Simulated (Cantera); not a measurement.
Mixture: CH4 : H2 : O2 : N2 = 1 : 0.7 : 2.35 : 8.84 (molar parts), equivalence ratio 1.0, at 16.8 atm, adiabatic and at constant pressure. Ignition delay is the time to a rise of 400 K.

Cantera simulation using GRI-Mech 3.0 (53 species, 325 reactions); the numbers are that mechanism's predictions, not measurements. The pressure lies above the range GRI-Mech 3.0 was tuned for (to about 10 atm).

Q: Predict: delay at 1175 K; delay at 1275 K; delay at 1375 K; delay at 1475 K; delay at 1575 K; apparent activation energy between 1525 and 1625 K.

A: 
| Property | Value |
|---|---|
| delay at 1175 K | 0.333 ms |
| delay at 1275 K | 95.2 µs |
| delay at 1375 K | 41.3 µs |
| delay at 1475 K | 21.4 µs |
| delay at 1575 K | 12.0 µs |
| apparent activation energy between 1525 and 1625 K | 110 kJ/mol |
